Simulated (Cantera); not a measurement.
An isothermal, constant-pressure homogeneous reactor starts with NH3 : H2 = 1 : 2 (molar parts), at 2325 K and 1.01 bar. Integrator tolerance rtol = 1e-08.

Computed with Cantera and the gas-phase N/H chemistry of the illustrative SiF4/NH3 mechanism in the Surface Chemkin manual (1991). Walls and surfaces, which speed up NH3 decomposition in real reactors, are not modelled.

What does this change do: temperature 2325 to 1400 K?


```csv
quantity,before,after
x(NH3) at 40.0 s,3.65e-6 (gas-phase equilibrium 3.65e-6),0.326 (gas-phase equilibrium 2.47e-5)
x(H2) at 40.0 s,0.865 (gas-phase equilibrium 0.865),0.671 (gas-phase equilibrium 0.875)
x(H) at 40.0 s,0.0102 (gas-phase equilibrium 0.0102),3.79e-6 (gas-phase equilibrium 4.55e-6)
x(N2) at 40.0 s,0.124 (gas-phase equilibrium 0.124),0.00281 (gas-phase equilibrium 0.125)
x(NH2) at 40.0 s,1.38e-7 (gas-phase equilibrium 1.38e-7),3.71e-6 (gas-phase equilibrium 2.59e-10)
x(N) at 40.0 s,1.78e-8 (gas-phase equilibrium 1.78e-8),2.31e-11 (gas-phase equilibrium <1e-12)
```
